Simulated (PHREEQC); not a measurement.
Solution (20 °C): 0.0056 mol/kgw KOH, 0.022 mol/kgw Na2B4O7 and 0.00035 mol/kgw NaCl. Closed to the air; pH follows from the charge balance.

Model: Pitzer model, pitzer.dat, run in PHREEQC.

Each row changes one thing in this solution. This is a speciation only: nothing precipitates in the calculation.

| case | pH | ionic strength (mol/kgw) | SI of Halite (NaCl) | SI of Sylvite (KCl) |
|---|---|---|---|---|
| as made | 9.30 | 0.0507 | -6.57 | -6.73 |
| KOH from 0.0056 to 0.0084 mol/kgw | ? | 0.0535 | -6.57 | -6.56 |
| diluted 5-fold with water | 9.30 | 0.00999 | -7.87 | -8.04 |
| diluted 10-fold with water | 9.31 | 0.00500 | -8.45 | ? |
| Na2B4O7 from 0.022 to 0.11 mol/kgw | 9.28 | 0.264 | -6.05 | -6.89 |
| Na2B4O7 replaced by NaOH at the same molality | 12.54 | 0.0279 | -6.81 | -6.69 |
| KOH from 0.0056 to 0.0112 mol/kgw | ? | 0.0563 | -6.57 | -6.44 |

**Question.** What belongs in the gaps?

**Answer.** 
- KOH from 0.0056 to 0.0084 mol/kgw, pH: 9.36
- diluted 10-fold with water, SI of Sylvite (KCl): -8.62
- KOH from 0.0056 to 0.0112 mol/kgw, pH: 9.42
